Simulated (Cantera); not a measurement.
An isothermal, constant-pressure homogeneous reactor starts with H2 : O2 : N2 : H2O = 0.0074 : 1 : 0.4 : 0.056 (molar parts), equivalence ratio 0.0037, at 1175 K and 0.0132 atm.

Detailed kinetics in Cantera: GRI-Mech 3.0 (53 species, 325 reactions). Radical loss at walls, strong at low pressure, is not modelled.

One state of this run: x H2 = 4.16e-9; x O2 = 0.683; x H2O2 = 9.31e-11; x OH = 6.09e-6; x NO = 5.45e-9; x O = 1.28e-7. x: mole fraction; the columns are a selection and need not sum to one.

**Question.** Which value of t (s) does it belong to?
A) 39.9
B) 0.000502
C) 2.00e-5
D) 200

**Answer.** D, 200
